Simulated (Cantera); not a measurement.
Input (Python, Cantera):

```python
import numpy as np
import cantera as ct

gas = ct.Solution("gri30.yaml")
gas.TP = 300, 95000
flame = ct.CounterflowDiffusionFlame(gas, width=0.02)
flame.fuel_inlet.X, flame.fuel_inlet.T = {'CH3OH': 1}, 475
flame.oxidizer_inlet.X, flame.oxidizer_inlet.T = {'O2': 0.23, 'N2': 0.77}, 400
flame.set_refine_criteria(ratio=3, slope=0.12, curve=0.24, prune=0.03)
show = ['OH', 'H', 'NO', 'CO', 'C2H2']

rows = []
print(f"{'mdot':>8s}{'a_max':>10s}{'a_mean':>10s}{'Tmax/K':>9s}" + "".join(f"{s:>11s}" for s in show) + "   (peak mole fractions)")
for i, mdot in enumerate([0.24, 0.34, 0.48, 0.69, 0.99, 1.4, 2]):  # kg/m2/s on the oxidiser side
    flame.oxidizer_inlet.mdot, flame.fuel_inlet.mdot = mdot, 0.99 * mdot
    flame.solve(loglevel=0, auto=(i == 0))
    if flame.T.max() < max(475, 400) + 100:
        print(f"{mdot:8.3g}  no burning solution found from the previous one")
        break
    dT = np.abs(np.gradient(flame.T, flame.grid))
    rows.append([flame.strain_rate("max"), flame.strain_rate("mean"), flame.T.max(),
                 *(flame.X[gas.species_index(s)].max() for s in show), max(dT[0], dT[-1]) / dT.max()])
    print(f"{mdot:8.3g}{rows[-1][0]:10.1f}{rows[-1][1]:10.1f}{rows[-1][2]:9.1f}" + "".join(f"{x:11.3e}" for x in rows[-1][3:-1]))
```

It prints:

```
    mdot     a_max    a_mean   Tmax/K         OH          H         NO         CO       C2H2   (peak mole fractions)
    0.24     165.7      29.9   2171.5  1.140e-02  7.090e-03  1.189e-04  1.899e-01  1.182e-04
    0.34     224.4      42.4   2134.5  1.163e-02  7.911e-03  8.982e-05  1.883e-01  1.493e-04
    0.48     304.8      59.9   2094.1  1.171e-02  8.771e-03  6.903e-05  1.864e-01  1.861e-04
    0.69     422.9      86.1   2048.1  1.165e-02  9.642e-03  5.359e-05  1.837e-01  2.305e-04
    0.99     589.9     123.5   2001.6  1.149e-02  1.055e-02  4.319e-05  1.805e-01  2.795e-04
     1.4     815.0     174.6   1961.5  1.141e-02  1.143e-02  3.665e-05  1.780e-01  3.317e-04
       2    1139.0     249.5   1916.1  1.109e-02  1.227e-02  3.083e-05  1.748e-01  3.806e-04
```

Computed with Cantera and GRI-Mech 3.0 (53 species, 325 reactions). GRI-Mech 3.0 was tuned for natural gas; its chemistry of methanol as a main component is partial and can be far from experiment. GRI-Mech 3.0 has no aromatics or soot, which form on the fuel side of real flames. The maximum strain rate includes the flame's own expansion and is several times the mean.
